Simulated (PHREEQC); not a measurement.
## Copper plating or etch bath: speciation

A solution holds 85 mmol/kgw CuCl2, 2.7 mmol/kgw HBF4 and 0.12 mmol/kgw NaCl, at 20 °C. Closed to the air; pH follows from the charge balance.

The numbers come from PHREEQC with the ion-association model, phreeqc.dat.

```yaml
pH: 2.58
ionic_strength: 0.241 mol/kgw
density: 1.009 g/cm³
total_alkalinity: -10.8 meq/kg
```

| species | molality | activity | log γ |
|---|---|---|---|
| Cl- | 0.162 | 0.114 | -0.153 |
| Cu+2 | 0.0762 | 0.0238 | -0.505 |
| CuCl+ | 0.00804 | 0.00568 | -0.151 |
| H+ | 0.00328 | 0.00260 | -0.101 |
| HF | 0.00253 | 0.00268 | 0.024 |
| BF4- | 0.00151 | 0.00112 | -0.130 |
| F- | 0.00108 | 0.000751 | -0.159 |
| H3BO3 | 0.000927 | 0.000980 | 0.024 |
| CuF+ | 0.000419 | 0.000311 | -0.130 |
| CuCl2 | 0.000310 | 0.000328 | 0.024 |

This is a speciation only: nothing precipitates in the calculation. Real BF4- forms and hydrolyses slowly; the run takes it at equilibrium.
